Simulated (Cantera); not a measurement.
Standard-state values (1 bar) from the NASA 1993 polynomials, evaluated with Cantera. Values are per mole of reaction as written; species without (g) are pure solids or liquids, kept so even where they would boil at 1 bar.

6 OH(g) + 3 SrO = 3 Sr(OH)2 + O3(g), with ΔH° = -1225.0 kJ and ΔS° = -739.1 J/K at 300 K.

Problem. How far is the shortcut ΔG° ≈ ΔH°(300 K) − T·ΔS°(300 K) from the full temperature-dependent value at 2325, 2425, 2525, 2625, 2725 K?

Solution. 
```json
[
 {"T (K)": "2325", "shortcut (kJ)": "493.5", "full (kJ)": "165.5", "difference (kJ)": "328.0", "difference in log10 K": "-7.37", "condensed phases": "SrO(s), Sr(OH)2(l)"},
 {"T (K)": "2425", "shortcut (kJ)": "567.5", "full (kJ)": "211.1", "difference (kJ)": "356.3", "difference in log10 K": "-7.68", "condensed phases": "SrO(s), Sr(OH)2(l)"},
 {"T (K)": "2525", "shortcut (kJ)": "641.4", "full (kJ)": "256.1", "difference (kJ)": "385.3", "difference in log10 K": "-7.97", "condensed phases": "SrO(s), Sr(OH)2(l)"},
 {"T (K)": "2625", "shortcut (kJ)": "715.3", "full (kJ)": "300.6", "difference (kJ)": "414.7", "difference in log10 K": "-8.25", "condensed phases": "SrO(s), Sr(OH)2(l)"},
 {"T (K)": "2725", "shortcut (kJ)": "789.2", "full (kJ)": "344.5", "difference (kJ)": "444.7", "difference in log10 K": "-8.52", "condensed phases": "SrO(s), Sr(OH)2(l)"}
]
```
The shortcut ignores heat capacities and the phase changes listed.
